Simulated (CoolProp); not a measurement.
Vapour-liquid equilibrium of R22 (1) + methanol (2) at 273.2 K; x and y are mole fractions of (1).

Model: multi-fluid Helmholtz-energy mixture model, Kamei 1995 and de Reuck 1993; pair parameters Bell 2016, in CoolProp.

```tsv
x	bubble pressure, mixture model (bar)	bubble pressure, Raoult's law (bar)	y, mixture model	y, Raoult's law
0.05	0.4705	0.2881	[?]	0.866
0.125	1.047	0.6591	[?]	0.946
0.2	1.551	1.030	0.977	0.968
0.275	1.992	1.401	[?]	0.979
0.35	2.381	1.772	0.986	0.985
0.425	2.725	2.143	0.989	0.989
0.5	3.034	2.514	0.990	0.992
0.575	3.316	2.885	0.992	0.994
0.65	3.581	3.256	0.993	0.996
0.725	3.841	3.627	0.994	0.997
0.8	4.109	3.999	0.996	0.998
0.875	4.399	4.370	0.997	0.999
0.95	4.731	4.741	0.999	1.000
```

Question: Complete the blanks.

Answer: 
- 0.05, y, mixture model: 0.916
- 0.125, y, mixture model: 0.964
- 0.275, y, mixture model: 0.983

The largest gap from Raoult's law is +63.3 % in bubble pressure, at x = 0.05. No azeotrope shows between x = 0.05 and 0.95.

The pair parameters rest on a limited set of measurements; away from them the model extrapolates. With so large a gap from Raoult's law the liquid may split in two, which this calculation doesn't test in full.
